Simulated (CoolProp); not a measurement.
Vapour-liquid equilibrium of acetone (1) + p-xylene (2) at 433.1 K; x and y are mole fractions of (1).

Values from CoolProp's multi-fluid Helmholtz-energy mixture model, Lemmon 2006 and Zhou 2012; pair parameters Bell 2016.

```
x      bubble pressure (MPa)  y at the bubble point  dew pressure at overall composition x (MPa)  liquid density (mol/L)
-----  ---------------------  ---------------------  -------------------------------------------  ----------------------
0.05                  0.2604                  0.339                                       0.1837                   7.006
0.125                 0.3753                  0.556                                       0.1990                   7.195
0.2                   0.4774                  0.664                                       0.2170                   7.392
0.275                 0.5698                  0.731                                       0.2385                   7.599
0.35                  0.6552                  0.778                                       0.2645                   7.817
0.425                 0.7361                  0.814                                       0.2966                   8.046
0.5                   0.8145                  0.844                                       0.3373                   8.289
0.575                 0.8920                  0.871                                       0.3902                   8.545
0.65                  0.9703                  0.895                                       0.4613                   8.818
0.725                  1.051                  0.917                                       0.5604                   9.108
0.8                    1.135                  0.940                                       0.7028                   9.418
0.875                  1.223                  0.962                                       0.9060                   9.750
0.95                   1.317                  0.985                                        1.175                   10.11
```

No azeotrope shows between x = 0.05 and 0.95.

Pair parameters are fitted to limited data, so mixtures are less certain than the pure fluids. The gap from Raoult's law changes sign with composition, which may be real or a fault of the pair parameters; it wasn't checked against measurements.
